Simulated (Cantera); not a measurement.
Feed: 1 mol SiC, 0.0082 mol O2, 2.1 mol N2, held at 0.0133 bar.

Cantera equilibrium calculation (NASA polynomials, part measured and part estimated; ideal gas, pure solids and liquids). Candidate condensed phases: C, Si, SiC, SiO2, Si2N2O, Si3N4; 34 gas species. N2 is the only nitrogen source here; it is nearly inert below about 1500 K, so the nitride shown seldom forms there in practice. Mutual solubility and eutectic melting of coexisting phases are not modelled. The tables' values for SiN are old estimates; treat these amounts as uncertain. The numbers say what is thermodynamically allowed, not how fast it happens.

x: gas mole fraction; n: condensed amount in mol.

```csv
T (°C),x N2,x CO,x Si,x SiO,x Si2C,x SiN,x SiC2,n C(graphite),n Si2N2O(s),n Si3N4(s),n SiC(s)
800,1.00,4.38e-8,<1e-12,<1e-12,<1e-12,<1e-12,<1e-12,1.00,0.0164,0.322,0
900,1.000,1.03e-6,<1e-12,2.28e-11,<1e-12,<1e-12,<1e-12,1.000,0.0164,0.322,0
1000,1.000,1.46e-5,<1e-12,2.49e-9,<1e-12,<1e-12,<1e-12,1.000,0.0164,0.322,0
1100,1.000,0.000140,1.09e-10,1.36e-7,<1e-12,2.93e-11,<1e-12,1.000,0.0162,0.323,0
1200,0.995,0.00519,2.83e-9,1.00e-5,3.47e-12,4.71e-10,3.53e-12,0,0.00545,0,0.989
1300,0.995,0.00514,___,___,___,1.46e-8,___,0,0.00525,0,0.989
1400,0.994,0.00464,4.04e-6,0.00162,2.07e-8,3.09e-7,2.84e-10,0,0.00318,0,0.990
1500,0.992,0.00390,4.71e-5,0.00385,4.32e-7,2.60e-6,3.04e-9,0,0,0,0.992
1600,0.992,0.00402,___,0.00373,___,1.06e-5,___,0,0,0,0.991
1700,0.991,0.00446,0.00107,0.00328,2.62e-5,3.43e-5,4.66e-7,0,0,0,0.990
1800,0.989,0.00559,0.00314,0.00214,0.000116,7.94e-5,5.17e-6,0,0,0,0.988
1900,0.986,0.00698,0.00579,0.000718,0.000309,0.000118,6.56e-5,0,0,0,0.984
```

Problem. Some entries are withheld; supply them.

Solution. 
- 1300, x Si: 1.33e-7
- 1300, x SiO: 0.000153
- 1300, x Si2C: 3.50e-10
- 1300, x SiC2: 3.71e-11
- 1600, x Si: 0.000257
- 1600, x Si2C: 3.95e-6
- 1600, x SiC2: 4.12e-8
